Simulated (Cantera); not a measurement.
## Equilibrium for fluorocarbon and chlorocarbon gases: CCl4 + F2

Charge: 1 mol CCl4, 0.99 mol F2, at 1.00 bar.

Equilibrium computed with Cantera from the NASA thermochemical tables; the gas is ideal and each condensed phase is pure. Candidate condensed phases: C; 27 gas species. The tables' values for CCl, C2F4 are old estimates; treat these amounts as uncertain. Gases not in the tables: C2F6 and larger saturated fluorocarbons, chlorinated aromatics. Kinetics and transport are ignored.

From 1423 K to 3073 K the condensed part is C(graphite). The main C-bearing gas is CF4 at 1423 K and CF2 at 3073 K. The share of C in condensed phases is highest at 1873 K (48.2 %) and lowest at 2773 K (27.0 %).

```tsv
T (K)	x Cl	x Cl2	x CF4	x F	x CF2	x CClF3	x CF	n C(graphite)
1423	0.0295	0.761	0.170	3.21e-7	5.23e-6	0.0334	2.54e-11	0.475
1573	0.0791	0.718	0.167	4.10e-6	4.93e-5	0.0307	1.26e-9	0.478
1723	0.173	0.635	0.161	3.34e-5	0.000308	0.0271	3.13e-8	0.481
1873	0.314	0.509	0.149	0.000193	0.00140	0.0224	4.57e-7	0.482
2023	0.482	0.358	0.134	0.000849	0.00493	0.0169	4.41e-6	0.480
2173	0.633	0.218	0.116	0.00301	0.0141	0.0116	3.05e-5	0.466
2323	0.733	0.117	0.0934	0.00886	0.0337	0.00716	0.000160	0.432
2473	0.775	0.0587	0.0653	0.0219	0.0662	0.00382	0.000659	0.369
2623	0.776	0.0289	0.0346	0.0452	0.102	0.00165	0.00212	0.298
2773	0.761	0.0147	0.0127	0.0774	0.121	0.000548	0.00536	0.270
2923	0.744	0.00794	0.00344	0.113	0.114	0.000150	0.0111	0.302
3073	0.728	0.00453	0.000795	0.149	0.0940	3.76e-5	0.0199	0.354
```
x: gas mole fraction; n: condensed amount in mol.
